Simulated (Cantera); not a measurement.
Input: 1 mol trisilylamine, 30 mol NH3, at 1098 K and 10000 Pa.

These are equilibrium values from Cantera (NASA tables, ideal gas, pure condensed phases), not measurements of a reactor. Candidate condensed phases: Si, Si3N4; 18 gas species. The feed counts by its element totals alone. The numbers say what is thermodynamically allowed, not how fast it happens.

Base state: H2 0.786, N2 0.214, NH3 1.04e-5 (mole fractions); condensed: Si3N4(s).

**Question.** What changes in the equilibrium state with this change: temperature from 1098 K to 1898 K?

**Answer.** 
```json
[
 {"species": "H2", "before": "0.786", "after": "0.759"},
 {"species": "N2", "before": "0.214", "after": "0.238"},
 {"species": "H", "before": "6.93e-8", "after": "0.00215"},
 {"species": "Si", "before": "<1e-9", "after": "0.000123"},
 {"species": "SiH2", "before": "<1e-9", "after": "4.37e-5"},
 {"species": "SiH", "before": "<1e-9", "after": "2.95e-5"},
 {"species": "NH3", "before": "1.04e-5", "after": "7.77e-7"},
 {"species": "Si3N4(s), mol", "before": "1.00", "after": "0"},
 {"species": "Si(l), mol", "before": "0", "after": "2.99"}
]
```
Gases not in the tables: Si2H6 and higher silanes.
